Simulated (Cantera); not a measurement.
What does this Cantera script print?

```python
import numpy as np
import cantera as ct

gas_names = """
    C CO CO2 C2 C2O C3 C3O2 C4 C5 O O2 O3 Ta TaO TaO2
""".split()
cond_names = """
    C(gr) Ta(cr) Ta(L) TaC(s) TaC(L) Ta2O5(s) Ta2O5(L)
""".split()


# ... load() reads the species with a 1 bar reference pressure and builds the phases ...
atoms = {
    'Ta2O5': {'Ta': 2, 'O': 5},
    'CO': {'C': 1, 'O': 1},
}
top_T = {'C(gr)': 4500}  # K; cautious upper limits of use, not melting points


# ... equilibrate(T, P, feed) seeds the gas with the atoms and calls Mixture.equilibrate('TP', solver="vcs", rtol=1e-11, max_steps=5000) ...
results = []
feed = {'Ta2O5': 1, 'CO': 2}  # mol
P = 18  # Pa
for T in [1000, 1100, 1200, 1300, 1400, 1500, 1600, 1700, 1800, 1900, 2000, 2100]:
    mix = equilibrate(T, P, feed)
    results.append((T, P, feed, dict(zip(mix.species_names, mix.species_moles))))

top = {s: max(r[3][s] / sum(r[3][g] for g in gas_names) for r in results) for s in gas_names}
cols = sorted((s for s in top if top[s] > 0.001), key=lambda s: -top[s])[:5]
seen = [c for c in cond_names if any(r[3].get(c, 0) > 1e-12 for r in results)]
print("log10 of partial pressures in bar; condensed amounts in mol")
print(f"{'T/K':>10s}" + "".join(f"{s[:9]:>10s}" for s in cols + seen))
for T, P, feed, n in results:
    ng = sum(n[g] for g in gas_names)
    print(f"{T:10.4g}" + "".join(f"{np.log10(max(n[s] / ng * P / 1e5, 1e-99)):10.3f}" for s in cols)
          + "".join(f"{n.get(c, 0):10.4g}" for c in seen))
```

Result:

```
log10 of partial pressures in bar; condensed amounts in mol
       T/K        CO      TaO2       CO2    Ta(cr)    TaC(s)  Ta2O5(s)  Ta2O5(L)
      1000    -3.745   -22.923    -7.464         0  0.000109    0.9999         0
      1100    -3.745   -19.765    -7.474         0 0.0001066    0.9999         0
      1200    -3.745   -17.144    -7.482         0 0.0001047    0.9999         0
      1300    -3.745   -14.935    -7.488         0 0.0001032    0.9999         0
      1400    -3.745   -13.049    -7.493         0  0.000102    0.9999         0
      1500    -3.745   -11.422    -7.497         0  0.000101    0.9999         0
      1600    -3.745   -10.004    -7.501         0    0.0001    0.9999         0
      1700    -3.745    -8.759    -7.503         0 9.578e-05    0.9999         0
      1800    -3.745    -7.665    -7.489 6.778e-05         0    0.9998         0
      1900    -3.745    -6.894    -7.070         0         0    0.9992         0
      2000    -3.747    -6.285    -6.531         0         0     0.997         0
      2100    -3.751    -5.767    -6.051         0         0         0    0.9902
```

Equilibrium computed with Cantera from the NASA thermochemical tables; the gas is ideal and each condensed phase is pure.
